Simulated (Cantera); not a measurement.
**Hydrocarbon pyrolysis for carbon deposition**

An isothermal, constant-pressure homogeneous reactor starts with 2.17 % C2H6, 97.8 % N2, at 1100 K and 0.0750 atm.

Computed with Cantera and GRI-Mech 3.0 (53 species, 325 reactions). GRI-Mech 3.0 stops at C3 and has no aromatics, soot or wall deposition, so with more carbon than oxygen in the feed, carbon stays in small species such as C2H2 where larger ones or solid carbon would form.

```csv
t (s),x C2H6,x H2,x C2H4,x C2H2,x HCN,x H,x CH3
0.000200,0.0217,5.26e-10,7.12e-10,<1e-12,<1e-12,2.09e-10,1.39e-7
0.000812,0.0217,4.08e-8,4.46e-8,<1e-12,<1e-12,3.82e-9,5.32e-7
0.00330,0.0217,2.56e-6,2.62e-6,2.01e-11,<1e-12,5.55e-8,1.74e-6
0.0134,0.0216,9.38e-5,9.53e-5,2.55e-8,1.15e-12,3.79e-7,4.56e-6
0.0544,0.0206,0.000995,0.00102,3.17e-6,1.21e-11,6.38e-7,8.67e-6
0.221,0.0165,0.00487,0.00488,8.07e-5,2.41e-11,7.41e-7,7.71e-6
0.896,0.00527,0.0159,0.0142,0.00117,3.47e-11,9.89e-7,4.07e-6
3.64,0.000197,0.0240,0.0150,0.00500,3.79e-11,3.86e-7,5.95e-7
14.8,1.71e-5,0.0274,0.0118,0.00828,3.79e-11,1.27e-7,1.69e-7
60.0,9.38e-6,0.0318,0.00714,0.0128,3.78e-11,1.10e-7,1.30e-7
```
x: mole fraction; the columns are a selection and need not sum to one.

Equilibrium at this temperature and pressure: C2H6 9.44e-7, H2 0.0288, C2H4 0.000770, C2H2 0.00531, HCN 0.0216, H 1.60e-8, CH3 8.46e-8 (gas phase only).
